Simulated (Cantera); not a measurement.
Input: 1 mol Cr, 2.5 mol NH3, held at 0.170 Pa.

Method: chemical equilibrium by Gibbs-energy minimisation in Cantera with the NASA 1993 tables (ideal gas, pure condensed phases). Candidate condensed phases: Cr, CrN, Cr2N; 11 gas species. Kinetics and transport are ignored.

Task: Which condensed phases are stable at each of these points (T (K)): 873, 1023, 1173, 1323, 1473, 1623, 1773, 1923, 2073, 2223, 2373, 2523, 2673, 2823?

Result: 
```
T (K)  condensed phases  Cr condensed (%)
-----  ----------------  ----------------
873             Cr2N(s)             100.0
1023              Cr(s)             100.0
1173              Cr(s)             100.0
1323              Cr(s)              97.4
1473           gas only               0.0
1623           gas only               0.0
1773           gas only               0.0
1923           gas only               0.0
2073           gas only               0.0
2223           gas only               0.0
2373           gas only               0.0
2523           gas only               0.0
2673           gas only               0.0
2823           gas only               0.0
```

At 873 K the condensed part is Cr2N(s). From 1023 K to 1323 K the condensed part is Cr(s). From 1473 K to 2823 K nothing is condensed.
